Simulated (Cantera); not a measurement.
An isothermal, constant-pressure homogeneous reactor starts with H2 : O2 : N2 = 0.046 : 1 : 3.7 (molar parts), equivalence ratio 0.023, at 1150 K and 1.05 Torr. Integrator tolerance rtol = 1e-08.

Cantera simulation using the H2/O2 subset of GRI-Mech 3.0, which has no nitrogen chemistry; the numbers are that mechanism's predictions, not measurements. Radical loss at walls, strong at low pressure, is not modelled.

**Question.** What does this change do: 0.21 parts H2O added?

**Answer.** 
| quantity | before | after |
|---|---|---|
| x(H2) at 20.0 s | 5.80e-5 (gas-phase equilibrium 2.47e-9) | 0.000105 (gas-phase equilibrium 1.35e-8) |
| x(O2) at 20.0 s | 0.205 (gas-phase equilibrium 0.207) | 0.198 (gas-phase equilibrium 0.198) |
| x(H2O) at 20.0 s | 0.00930 (gas-phase equilibrium 0.00974) | 0.0514 (gas-phase equilibrium 0.0519) |
| x(OH) at 20.0 s | 0.000361 (gas-phase equilibrium 2.38e-6) | 0.000477 (gas-phase equilibrium 5.42e-6) |
| x(H2O2) at 20.0 s | 1.61e-9 (gas-phase equilibrium 2.49e-12) | 5.68e-9 (gas-phase equilibrium 1.30e-11) |
